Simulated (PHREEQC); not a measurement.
A solution holds 0.023 mol/kgw Cu(NO3)2 and 0.00027 mol/kgw NaCl, at 75 °C. It is in equilibrium with CO2 at log p = -1 (atm). Otherwise closed; pH follows from the charge balance.

Computed with PHREEQC (ion-association model, phreeqc.dat).

| quantity | before | after |
|---|---|---|
| pH | 3.93 | 3.99 |
| ionic strength (mol/kgw) | 0.0691 | 0.105 |
| Cu2(OH)2+2 (mol/kgw) | 5.11e-5 | 4.21e-5 |
| CuHCO3+ (mol/kgw) | 3.23e-5 | 2.84e-5 |
| HCO3- (mol/kgw) | 6.80e-6 | 8.15e-6 |
| CuOH+ (mol/kgw) | 1.02e-6 | 9.02e-7 |

Q: Which change was made?
A. NaCl replaced by NaNO3 at the same molality
B. 0.015 mol/kgw MnCl2 added
C. 0.00064 mol/kgw HBr added

A: B, 0.015 mol/kgw MnCl2 added

This is a speciation only: nothing precipitates in the calculation. Away from 25 °C the constants follow the database's enthalpies or fits; those with neither stay at their 25 °C values.
